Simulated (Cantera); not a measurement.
A perfectly stirred reactor is fed with 3.24 % C2H4, 11.0 % O2, 69.6 % N2, 16.2 % H2O, at 480 Torr; it is adiabatic with a 775 K inlet, and is followed from long to short residence time, starting on the burning branch (τ in s: 0.21, 0.084, 0.033, 0.013, 0.005, 0.0019, 0.00076, 0.0003, 0.00012, 4.5e-05, 1.8e-05, 6.9e-06).

Model: GRI-Mech 3.0 (53 species, 325 reactions), integrated in Cantera. GRI-Mech 3.0 was tuned for natural gas; its chemistry of ethylene as a main component is partial and can be far from experiment.

Q: Predict: blow-out, bracketed by the residence times tried; x(C2H4) at τ = 0.210 s; x(O2) at τ = 0.210 s; x(H2O) at τ = 0.210 s; x(O) at τ = 0.210 s; x(H) at τ = 0.210 s; x(C2H4) at τ = 0.760 ms; x(O2) at τ = 0.760 ms; x(H2O) at τ = 0.760 ms; x(O) at τ = 0.760 ms; x(H) at τ = 0.760 ms.

A: blow-out, bracketed by the residence times tried: burning at 0.300 ms, out at 0.120 ms
x(C2H4) at τ = 0.210 s: 2.55e-6
x(O2) at τ = 0.210 s: 0.0139
x(H2O) at τ = 0.210 s: 0.224
x(O) at τ = 0.210 s: 0.000132
x(H) at τ = 0.210 s: 9.83e-5
x(C2H4) at τ = 0.760 ms: 0.000131
x(O2) at τ = 0.760 ms: 0.0242
x(H2O) at τ = 0.760 ms: 0.208
x(O) at τ = 0.760 ms: 0.00195
x(H) at τ = 0.760 ms: 0.00441
